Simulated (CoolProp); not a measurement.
The numbers come from the reference Helmholtz-energy equation of state, de Vries 1995 in CoolProp.

For R124, give the phase and the density (kg/m³), cp (kJ/(kg K)), conductivity (mW/(m K)), Prandtl number at 169.05 °C and 55.8 bar; 169.05 °C and 69.7 bar; 169.05 °C and 76.7 bar.


- 169.05 °C and 55.8 bar: supercritical; density 376, cp 1.63, conductivity 37.3, Prandtl number 1.27
- 169.05 °C and 69.7 bar: supercritical; density 566, cp 1.87, conductivity 42.2, Prandtl number 1.88
- 169.05 °C and 76.7 bar: supercritical; density 644, cp 1.79, conductivity 43.5, Prandtl number 2.06

Viscosity comes from a separate model (Bell 2016), an estimate that may be off by 10 % or more. Thermal conductivity comes from a separate model (Huber 2003), an estimate that may be off by 10 % or more.
